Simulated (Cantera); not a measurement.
Cantera run, input and output.

```python
import numpy as np
import cantera as ct

gas = ct.Solution("gri30.yaml")
gas.TPX = 1250, 100000, {'CH4': 1, 'O2': 2.56, 'N2': 9.64}
reactor = ct.IdealGasConstPressureReactor(gas, energy="on", clone=False)
net = ct.ReactorNet([reactor])
net.rtol, net.atol = 1e-08, 1e-16
show = ['CH4', 'O2', 'HCO', 'NO2', 'HCN', 'N2O', 'CO']
times = np.geomspace(9e-06, 0.2, 15)

steps = ct.SolutionArray(gas, extra=["t"])
rows = []
print(f"{'t/s':>10s}{'T/K':>9s}{'P/Pa':>11s}" + "".join(f"{s:>11s}" for s in show))
for t in times:
    while net.time < t:
        t_next = net.step()
        steps.append(gas.state, t=t_next)
    rows.append([np.interp(t, steps.t, y) for y in (steps.T, steps.P, *steps(*show).X.T)])
    print(f"{t:10.3e}{rows[-1][0]:9.1f}{rows[-1][1]:11.4g}" + "".join(f"{x:11.3e}" for x in rows[-1][2:]))
rate = np.gradient(steps.T, steps.t)
print("integrator steps:", len(steps.t))
if steps.T.max() > steps.T[0] + 200:
    print(f"time of steepest temperature rise: {steps.t[rate.argmax()]:.4e} s")
gas.TPX = 1250, 100000, {'CH4': 1, 'O2': 2.56, 'N2': 9.64}
gas.equilibrate("HP")
print(f"equilibrium (HP): T = {gas.T:.1f} K  " + "  ".join(f"{s} {gas[s].X[0]:.3e}" for s in show))
```

Output:

```
       t/s      T/K       P/Pa        CH4         O2        HCO        NO2        HCN        N2O         CO
 9.000e-06   1250.0      1e+05  7.576e-02  1.939e-01  8.806e-17  1.232e-26  6.096e-24  2.102e-15  6.772e-15
 1.840e-05   1250.0      1e+05  7.576e-02  1.939e-01  3.782e-16  1.471e-25  2.584e-23  6.931e-15  5.762e-14
 3.760e-05   1250.0      1e+05  7.576e-02  1.939e-01  1.626e-15  1.718e-24  1.098e-22  2.502e-14  4.951e-13
 7.686e-05   1250.0      1e+05  7.576e-02  1.939e-01  7.144e-15  2.191e-23  4.749e-22  9.588e-14  4.379e-12
 1.571e-04   1250.0      1e+05  7.576e-02  1.939e-01  3.296e-14  3.109e-22  2.129e-21  3.763e-13  4.021e-11
 3.211e-04   1250.0      1e+05  7.576e-02  1.939e-01  1.708e-13  5.004e-21  1.046e-20  1.472e-12  4.064e-10
 6.564e-04   1250.0      1e+05  7.575e-02  1.939e-01  1.115e-12  8.967e-20  6.252e-20  5.494e-12  4.980e-09
 1.342e-03   1250.0      1e+05  7.574e-02  1.939e-01  9.969e-12  1.564e-18  5.354e-19  1.779e-11  8.259e-08
 2.742e-03   1250.2      1e+05  7.569e-02  1.939e-01  7.360e-11  2.161e-17  4.797e-18  4.789e-11  1.364e-06
 5.605e-03   1251.1      1e+05  7.549e-02  1.938e-01  3.388e-10  3.234e-16  2.871e-17  1.476e-10  1.433e-05
 1.146e-02   1255.5      1e+05  7.463e-02  1.932e-01  2.127e-09  7.279e-15  3.128e-16  6.365e-10  1.519e-04
 2.342e-02   2545.5      1e+05  2.390e-17  4.461e-02  3.859e-09  1.270e-06  2.906e-11  4.957e-07  1.357e-02
 4.787e-02   2536.3      1e+05  2.416e-17  4.141e-02  3.715e-09  3.831e-06  5.629e-11  5.449e-07  1.345e-02
 9.785e-02   2535.9      1e+05  2.417e-17  4.129e-02  3.710e-09  3.929e-06  5.728e-11  5.478e-07  1.345e-02
 2.000e-01   2535.9      1e+05  2.417e-17  4.129e-02  3.710e-09  3.929e-06  5.728e-11  5.478e-07  1.345e-02
integrator steps: 2189
time of steepest temperature rise: 2.0081e-02 s
equilibrium (HP): T = 2535.9 K  CH4 3.357e-17  O2 4.129e-02  HCO 3.710e-09  NO2 3.929e-06  HCN 5.728e-11  N2O 5.478e-07  CO 1.345e-02
```

Computed with Cantera and GRI-Mech 3.0 (53 species, 325 reactions).
